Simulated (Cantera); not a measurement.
Cantera run:

```python
import numpy as np
import cantera as ct

gas_names = """
    H HNO HNO2 HNO3 HO2 H2 H2O H2O2 N NH NH2 NH3 NH2OH NO NO2 NO3 N2 N2H2 N2H4 N2O O OH O2 O3 Pb PbO Pb2
""".split()
cond_names = """
    H2O(s) H2O(L) Pb(cr) Pb(L) PbO(rd) PbO(yw) PbO(L) PbO2(s) Pb3O4(s)
""".split()


# ... load() reads the species with a 1 bar reference pressure and builds the phases ...
atoms = {
    'PbO': {'Pb': 1, 'O': 1},
    'H2': {'H': 2},
    'N2': {'N': 2},
}
top_T = {'Pb3O4(s)': 820}  # K; cautious upper limits of use, not melting points


# ... equilibrate(T, P, feed) seeds the gas with the atoms and calls Mixture.equilibrate('TP', solver="vcs", rtol=1e-11, max_steps=5000) ...
results = []
feed = {'PbO': 1, 'H2': 1.4, 'N2': 9}  # mol
P = 13332.2  # Pa
for T in [673, 823, 973, 1123, 1273, 1423, 1573, 1723]:
    mix = equilibrate(T, P, feed)
    results.append((T, P, feed, dict(zip(mix.species_names, mix.species_moles))))
    x = sorted(zip(gas.X, gas.species_names), reverse=True)
    print(f"T = {T:g} K  P = {P:g} Pa  gas = {mix.phase_moles(0):.4g} mol")
    print("   x: " + "  ".join(f"{s} {v:.3e}" for v, s in x if v > 0.0001))
    print("   condensed (mol): " + ("  ".join(f"{mix.phase(i).name} {mix.phase_moles(i):.4g}"
          for i in range(1, mix.n_phases) if mix.phase_moles(i) > 1e-12) or "none"))
```

Output:

```
T = 673 K  P = 13332.2 Pa  gas = 10.4 mol
   x: N2 8.654e-01  H2O 9.616e-02  H2 3.844e-02
   condensed (mol): Pb(L) 1
T = 823 K  P = 13332.2 Pa  gas = 10.4 mol
   x: N2 8.654e-01  H2O 9.615e-02  H2 3.846e-02
   condensed (mol): Pb(L) 1
T = 973 K  P = 13332.2 Pa  gas = 10.4 mol
   x: N2 8.653e-01  H2O 9.615e-02  H2 3.846e-02
   condensed (mol): Pb(L) 0.9993
T = 1123 K  P = 13332.2 Pa  gas = 10.41 mol
   x: N2 8.642e-01  H2O 9.602e-02  H2 3.841e-02  Pb 1.371e-03
   condensed (mol): Pb(L) 0.9857
T = 1273 K  P = 13332.2 Pa  gas = 10.55 mol
   x: N2 8.535e-01  H2O 9.483e-02  H2 3.793e-02  Pb 1.377e-02
   condensed (mol): Pb(L) 0.8547
T = 1423 K  P = 13332.2 Pa  gas = 11.36 mol
   x: N2 7.926e-01  H2O 8.802e-02  Pb 8.406e-02  H2 3.527e-02
   condensed (mol): Pb(L) 0.0445
T = 1573 K  P = 13332.2 Pa  gas = 11.4 mol
   x: N2 7.895e-01  H2O 8.759e-02  Pb 8.756e-02  H2 3.521e-02  PbO 1.320e-04
   condensed (mol): none
T = 1723 K  P = 13332.2 Pa  gas = 11.4 mol
   x: N2 7.894e-01  H2O 8.740e-02  Pb 8.740e-02  H2 3.535e-02  PbO 2.982e-04
   condensed (mol): none
```

Method: chemical equilibrium by Gibbs-energy minimisation in Cantera with the NASA 1993 tables (ideal gas, pure condensed phases).
